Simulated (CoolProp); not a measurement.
Vapour-liquid equilibrium of ethylene (1) + propylene (2) at 0.705 MPa; x and y are mole fractions of (1).

Values from CoolProp's multi-fluid Helmholtz-energy mixture model, Smukala 2000 and Lemmon 2013; pair parameters Bell 2016.

| x | bubble temperature, mixture model (°C) | bubble temperature, Raoult's law (°C) | y, mixture model | y, Raoult's law |
|---|---|---|---|---|
| 0.05 | -1.1 | -2.7 | 0.214 | 0.274 |
| 0.15 | [?] | -16.6 | 0.515 | 0.586 |
| 0.25 | -25.1 | -26.9 | 0.693 | 0.747 |
| 0.35 | [?] | -34.8 | 0.800 | 0.839 |
| 0.45 | -40.2 | -41.2 | 0.867 | 0.895 |
| 0.55 | -45.7 | -46.4 | 0.911 | 0.932 |
| 0.65 | [?] | -50.7 | 0.941 | 0.956 |
| 0.75 | [?] | -54.4 | 0.963 | 0.974 |
| 0.85 | -57.4 | -57.7 | [?] | 0.987 |
| 0.95 | [?] | -60.6 | 0.994 | 0.996 |

Task: Complete the blanks.

Result: 
- 0.15, bubble temperature, mixture model (°C): -14.4
- 0.35, bubble temperature, mixture model (°C): -33.5
- 0.65, bubble temperature, mixture model (°C): -50.2
- 0.75, bubble temperature, mixture model (°C): -54.0
- 0.85, y, mixture model: 0.980
- 0.95, bubble temperature, mixture model (°C): -60.4

The largest gap from Raoult's law is +2.2 K in bubble temperature, at x = 0.15. No azeotrope shows between x = 0.05 and 0.95.

Pair parameters are fitted to limited data, so mixtures are less certain than the pure fluids.
